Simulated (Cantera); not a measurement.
An isothermal, constant-pressure homogeneous reactor starts with C2H6 : H2 = 1 : 54 (molar parts), at 1925 K and 0.000355 atm. Integrator tolerance rtol = 1e-08.

Detailed kinetics in Cantera: GRI-Mech 3.0 (53 species, 325 reactions). GRI-Mech 3.0 stops at C3 and has no aromatics, soot or wall deposition, so with more carbon than oxygen in the feed, carbon stays in small species such as C2H2 where larger ones or solid carbon would form. Radical loss at walls, strong at low pressure, is not modelled.

**Question.** What does this change do: pressure from 0.000355 atm to 0.987 atm?

**Answer.** 
| quantity | before | after |
|---|---|---|
| x(C2H6) at 30.0 s | 1.45e-10 (gas-phase equilibrium <1e-12) | 1.11e-7 (gas-phase equilibrium 1.11e-7) |
| x(H2) at 30.0 s | 0.968 (gas-phase equilibrium 0.934) | 0.980 (gas-phase equilibrium 0.980) |
| x(C2H2) at 30.0 s | 0.0173 (gas-phase equilibrium 0.0171) | 0.0159 (gas-phase equilibrium 0.0159) |
| x(C2H) at 30.0 s | 3.62e-6 (gas-phase equilibrium 1.29e-5) | 2.22e-7 (gas-phase equilibrium 2.22e-7) |
| x(C2H4) at 30.0 s | 2.90e-7 (gas-phase equilibrium 5.95e-8) | 0.000161 (gas-phase equilibrium 0.000161) |

**Question.** What does this change do: pressure from 0.000355 atm to 1.00 atm?

**Answer.** 
```
quantity                                            before                                      after
-----------------  ---------------------------------------  -----------------------------------------
x(C2H6) at 30.0 s  1.45e-10 (gas-phase equilibrium <1e-12)    1.14e-7 (gas-phase equilibrium 1.14e-7)
x(H2) at 30.0 s        0.968 (gas-phase equilibrium 0.934)        0.980 (gas-phase equilibrium 0.980)
x(C2H2) at 30.0 s    0.0173 (gas-phase equilibrium 0.0171)      0.0159 (gas-phase equilibrium 0.0159)
x(C2H) at 30.0 s   3.62e-6 (gas-phase equilibrium 1.29e-5)    2.20e-7 (gas-phase equilibrium 2.20e-7)
x(C2H4) at 30.0 s  2.90e-7 (gas-phase equilibrium 5.95e-8)  0.000163 (gas-phase equilibrium 0.000163)
```
